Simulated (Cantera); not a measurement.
Input: 1 mol SiH2Cl2, a varied amount of N2, held at 1675 °C and 0.133 bar.

Method: chemical equilibrium by Gibbs-energy minimisation in Cantera with the NASA 1993 tables (ideal gas, pure condensed phases). Candidate condensed phases: NH4Cl, Si, Si3N4; 28 gas species. The tables' values for SiCl3, SiCl, SiN are old estimates; treat these amounts as uncertain. Gases not in the tables: Si2H6 and higher silanes. The numbers say what is thermodynamically allowed, not how fast it happens.

x: gas mole fraction; n: condensed amount in mol.

```
n(N2) (mol)        x N2        x H2     x SiCl2       x HCl  x SiCl3         x H  n Si(l)  n Si3N4(s)
-----------  ----------  ----------  ----------  ----------  -------  ----------  -------  ----------
0.28              0.123       0.337       0.319       0.205   0.0114     0.00180    0.247           0
0.42         (withheld)       0.317       0.300       0.193   0.0104     0.00174    0.246           0
0.61              0.235       0.294       0.279       0.179  0.00934     0.00168    0.246           0
0.9               0.311       0.264       0.251       0.161  0.00799     0.00159    0.245           0
1.3               0.395       0.232       0.221       0.142  0.00660     0.00149    0.245           0
2                 0.501       0.191       0.183       0.117  0.00497     0.00135    0.244           0
2.9               0.592       0.156       0.150      0.0957  0.00368     0.00122    0.243           0
4.2               0.669       0.125       0.121      0.0795  0.00275     0.00110        0      0.0824
6.2          (withheld)  (withheld)  (withheld)  (withheld)  0.00184  (withheld)        0      0.0845
9.1               0.817      0.0679      0.0661      0.0462  0.00119    0.000808        0      0.0858
```

### Question
Complete the blanks.

### Answer

- 6.2, x N2: 0.751
- 6.2, x H2: 0.0932
- 6.2, x SiCl2: 0.0904
- 6.2, x HCl: 0.0615
- 6.2, x H: 0.000946
- 0.42, x N2: 0.174
